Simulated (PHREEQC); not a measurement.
Synthetic water in mmol/kgw, 25 °C, pH 2.9, pe 10.2: Na 0.0868; K 1.22; Ca 2.17; Mg 0.293; Cl 1.12; S(6) 7.98; Fe(3) 0.00878.

Valence states are taken as typed.

Computed with PHREEQC (ion-association model, phreeqc.dat).

Precipitation was switched off in this run.

**Question.** Order these S species by the share of S that they hold, largest first: CaSO4, SO4-2, HSO4-, MgSO4, KSO4-.

**Answer.** SO4-2 (83 %), CaSO4 (7.9 %), HSO4- (6.9 %), MgSO4 (1.3 %), KSO4- (0.41 %)

The pH is 2.90 and the ionic strength 0.0189 mol/kgw. The solution is supersaturated, for example in Hematite (slow to form), Goethite (slow to form), so a real one may precipitate; this is no full list.
